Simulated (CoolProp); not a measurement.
Vapour-liquid equilibrium of methanol (1) + dimethyl carbonate (2) at 1560 kPa; x and y are mole fractions of (1).

Values from CoolProp's multi-fluid Helmholtz-energy mixture model, de Reuck 1993 and Zhou 2011; pair parameters Bell 2016.

```
x     bubble temperature, mixture model (K)  bubble temperature, Raoult's law (K)  y, mixture model  y, Raoult's law
----  -------------------------------------  ------------------------------------  ----------------  ---------------
0.05                                  472.6                                 476.1             0.152            0.136
0.2                                   454.6                                 463.0             0.433            0.425
0.35                                  444.2                                 453.3             0.589            0.611
0.5                                   437.7                                 445.6             0.693            0.742
0.65                                  433.3                                 439.3             0.776            0.841
0.8                                   430.3                                 434.0             0.858            0.919
0.95                                  428.3                                 429.3             0.958            0.982
```

The largest gap from Raoult's law is -9.1 K in bubble temperature, at x = 0.35. No azeotrope shows between x = 0.05 and 0.95.

Pair parameters are fitted to limited data, so mixtures are less certain than the pure fluids.
